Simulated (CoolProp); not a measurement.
Values from CoolProp's reference Helmholtz-energy equation of state, Smukala 2000.

Problem. For ethylene, give the phase and the density (kg/m³), cv (kJ/(kg K)), Joule-Thomson coefficient (K/MPa), expansivity (1/kK) at 303.2 K and 3.88 MPa; 303.2 K and 7.76 MPa.

Solution. 
- 303.2 K and 3.88 MPa: gas; density 57.2, cv 1.38, Joule-Thomson coefficient 10.6, expansivity 7.91
- 303.2 K and 7.76 MPa: supercritical; density 234, cv 1.60, Joule-Thomson coefficient 5.38, expansivity 35.5
